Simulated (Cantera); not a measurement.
An isothermal, constant-pressure homogeneous reactor starts with CH₄ : N₂ = 1 : 13 (molar parts), at 1900 K and 10.00 Torr. Integrator tolerance rtol = 1e-08.

Cantera simulation using GRI-Mech 3.0 (53 species, 325 reactions); the numbers are that mechanism's predictions, not measurements. GRI-Mech 3.0 stops at C3 and has no aromatics, soot or wall deposition, so with more carbon than oxygen in the feed, carbon stays in small species such as C2H2 where larger ones or solid carbon would form. Radical loss at walls, strong at low pressure, is not modelled.

Q: What does this change do: 0.039 parts H2O added?

A: 
```json
[
 {"quantity": "x(CH₄) at 3.00 s", "before": "5.06e-6 (gas-phase equilibrium 1.02e-6)", "after": "5.14e-5 (gas-phase equilibrium 1.04e-6)"},
 {"quantity": "x(H) at 3.00 s", "before": "0.00204 (gas-phase equilibrium 0.00218)", "after": "0.00187 (gas-phase equilibrium 0.00221)"},
 {"quantity": "x(H₂) at 3.00 s", "before": "0.0989 (gas-phase equilibrium 0.0988)", "after": "0.102 (gas-phase equilibrium 0.102)"},
 {"quantity": "x(C₂H₆) at 3.00 s", "before": "2.21e-12 (gas-phase equilibrium <1e-12)", "after": "1.82e-10 (gas-phase equilibrium <1e-12)"},
 {"quantity": "x(CH₂) at 3.00 s", "before": "5.17e-8 (gas-phase equilibrium 1.20e-8)", "after": "4.18e-7 (gas-phase equilibrium 1.18e-8)"},
 {"quantity": "x(CH₃) at 3.00 s", "before": "2.08e-6 (gas-phase equilibrium 4.49e-7)", "after": "1.88e-5 (gas-phase equilibrium 4.48e-7)"}
]
```

Q: What does this change do: pressure from 10.00 Torr to 100.0 Torr?

A: 
| quantity | before | after |
|---|---|---|
| x(CH₄) at 3.00 s | 5.06e-6 (gas-phase equilibrium 1.02e-6) | 1.68e-5 (gas-phase equilibrium 1.04e-5) |
| x(H) at 3.00 s | 0.00204 (gas-phase equilibrium 0.00218) | 0.000691 (gas-phase equilibrium 0.000691) |
| x(H₂) at 3.00 s | 0.0989 (gas-phase equilibrium 0.0988) | 0.0996 (gas-phase equilibrium 0.0996) |
| x(C₂H₆) at 3.00 s | 2.21e-12 (gas-phase equilibrium <1e-12) | 3.95e-11 (gas-phase equilibrium 1.25e-11) |
| x(CH₂) at 3.00 s | 5.17e-8 (gas-phase equilibrium 1.20e-8) | 1.96e-8 (gas-phase equilibrium 1.21e-8) |
| x(CH₃) at 3.00 s | 2.08e-6 (gas-phase equilibrium 4.49e-7) | 2.33e-6 (gas-phase equilibrium 1.43e-6) |
